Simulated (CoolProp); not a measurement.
Computed with CoolProp (reference Helmholtz-energy equation of state, de Vries 1995).

Task: Give the vapour pressure (MPa), liquid cp (kJ/(kg K)), vapour viscosity (µPa s) of saturated R124 at 261.4, 271.3, 311.1 K.

Result: 
```
T (K)  p (MPa)  liquid cp (kJ/(kg K))  vapour viscosity (µPa s)
-----  -------  ---------------------  ------------------------
261.4    0.102                   1.06                      11.3
271.3    0.152                   1.08                      11.7
311.1    0.560                   1.17                      13.6
```

Viscosity comes from a separate model (Bell 2016), an estimate that may be off by 10 % or more.
